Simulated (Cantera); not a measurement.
What does this Cantera script print?

```python
import numpy as np
import cantera as ct

gas = ct.Solution("gri30.yaml")


def delay(T, t_max=10):
    gas.TPX = T, 100000, {'CH4': 1, 'O2': 2.82, 'N2': 17.7}
    reactor = ct.IdealGasConstPressureReactor(gas, clone=False)
    net = ct.ReactorNet([reactor])
    net.rtol, net.atol = 1e-8, 1e-16
    while net.time < t_max:
        t_old, T_old = net.time, reactor.T
        net.step()
        if reactor.T > T + 400:  # ignition: a rise of 400 K
            return t_old + (T + 400 - T_old) / (reactor.T - T_old) * (net.time - t_old)
    return np.nan


taus = []
for T in [1075, 1125, 1175, 1225, 1275, 1325, 1375, 1425]:
    taus.append(delay(T))
    print(f"T0 = {T:6g} K   tau = {taus[-1]:.4e} s")
```

Result:

```
T0 =   1075 K   tau = 4.2136e-01 s
T0 =   1125 K   tau = 1.9068e-01 s
T0 =   1175 K   tau = 8.9727e-02 s
T0 =   1225 K   tau = 4.3816e-02 s
T0 =   1275 K   tau = 2.2150e-02 s
T0 =   1325 K   tau = 1.1574e-02 s
T0 =   1375 K   tau = 6.2512e-03 s
T0 =   1425 K   tau = 3.4976e-03 s
```

Detailed kinetics in Cantera: GRI-Mech 3.0 (53 species, 325 reactions).
